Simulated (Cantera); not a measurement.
Mixture: CH4 : O2 : N2 = 1 : 3.17 : 11.9 (molar parts), equivalence ratio 0.63, at 91000 Pa, adiabatic and at constant volume. Ignition delay is the time to a rise of 400 K.

Detailed kinetics in Cantera: GRI-Mech 3.0 (53 species, 325 reactions).

### Question
What does this change do: pressure from 91000 Pa to 101000 Pa?

### Answer
```
quantity                                                before       after
--------------------------------------------------  ----------  ----------
delay at 1323 K                                        7.16 ms     6.58 ms
delay at 1423 K                                        2.24 ms     2.06 ms
delay at 1523 K                                       0.833 ms    0.764 ms
delay at 1623 K                                       0.365 ms    0.333 ms
apparent activation energy between 1573 and 1673 K  170 kJ/mol  170 kJ/mol
```

### Question
What does this change do: 0.054 parts H2 added?

### Answer
| quantity | before | after |
|---|---|---|
| delay at 1323 K | 7.16 ms | 4.71 ms |
| delay at 1423 K | 2.24 ms | 1.63 ms |
| delay at 1523 K | 0.833 ms | 0.658 ms |
| delay at 1623 K | 0.365 ms | 0.307 ms |
| apparent activation energy between 1573 and 1673 K | 170 kJ/mol | 150 kJ/mol |
